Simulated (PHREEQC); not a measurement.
## City or well water (model solution)

Synthetic water in mg/kgw, 25 °C, pH 6.92, pe 0.6:

| constituent | mg/kgw |
|---|---|
| Na | 7.36 |
| K | 0.00151 |
| Ca | 14.7 |
| Mg | 2.97 |
| Cl | 20.1 |
| S(6) as SO4 | 2.52 |
| Alkalinity as HCO3 | 42.9 |
| Si as SiO2 | 0.377 |
| Li | 0.00145 |
| B | 0.113 |

Valence states are taken as typed.

The numbers come from PHREEQC with the ion-association model, wateq4f.dat.

This is a speciation only: nothing precipitates in the calculation.

Question: What charge-balance error does the model give?

Answer: charge-balance error -0.9 %.

Question: In which forms is S present?

Answer: SO4-2 93 %, CaSO4 4.7 %, MgSO4 1.8 % of the S.

Complexes and solids missing from the database can't appear.
